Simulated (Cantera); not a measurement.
A closed system holds: 1 mol borazine, 3.1 mol O2, equilibrated at 925 °C and 0.100 bar.

Method: chemical equilibrium by Gibbs-energy minimisation in Cantera with the NASA 1993 tables (ideal gas, pure condensed phases). The feed counts by its element totals alone. Gases not in the tables: H3BO3. Equilibrium is a limit: real reactors are often held back by kinetics, nucleation or transport.

| species | before | after |
|---|---|---|
| H2O | 0.376 | 0.372 |
| N2 | 0.333 | 0.332 |
| H2 | 0.289 | 0.288 |
| HBO2 | 0.00157 | 0.00796 |
| (HBO2)3 | 0.000856 | 0.000545 |
| B2O3(l), mol | 1.49 | 1.48 |
Gas species are given as mole fractions.

### Question
Which change was made?
(A) O2 from 3.1 to 0.42 mol
(B) temperature from 925 °C to 850 °C
(C) temperature from 925 °C to 1625 °C
(D) temperature from 925 °C to 1052 °C

### Answer
D, temperature from 925 °C to 1052 °C
